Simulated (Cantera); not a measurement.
# Moist CO burnout

An isothermal, constant-pressure homogeneous reactor starts with CO : O2 : H2O : N2 = 0.025 : 0.014 : 0.031 : 1 (molar parts), at 1200 K and 760 Torr.

Model: GRI-Mech 3.0 (53 species, 325 reactions), integrated in Cantera.

```tsv
t (s)	x CO	x O2	x H2O	x NO2	x HO2
6.00e-6	0.0234	0.0131	0.0290	<1e-12	<1e-12
1.65e-5	0.0234	0.0131	0.0290	<1e-12	2.76e-12
4.52e-5	0.0234	0.0131	0.0290	<1e-12	1.30e-11
0.000124	0.0234	0.0131	0.0290	<1e-12	1.64e-10
0.000340	0.0234	0.0131	0.0290	<1e-12	3.33e-9
0.000933	0.0234	0.0131	0.0290	<1e-12	3.76e-7
0.00256	0.0154	0.00938	0.0278	8.29e-11	4.53e-6
0.00703	0.00239	0.00284	0.0286	2.63e-10	1.40e-6
0.0193	0.000404	0.00168	0.0291	7.20e-10	6.55e-7
0.0529	6.99e-5	0.00146	0.0293	2.74e-9	2.61e-7
0.145	1.08e-5	0.00142	0.0293	6.42e-9	5.76e-8
0.398	1.47e-6	0.00142	0.0293	6.71e-9	9.26e-9
1.09	2.07e-7	0.00142	0.0293	3.55e-9	1.58e-9
3.00	4.25e-8	0.00142	0.0293	1.79e-9	4.21e-10
```
x: mole fraction; the columns are a selection and need not sum to one.

Equilibrium at this temperature and pressure: CO 1.10e-8, O2 0.00141, H2O 0.0293, NO2 2.45e-8, HO2 1.71e-10 (gas phase only).
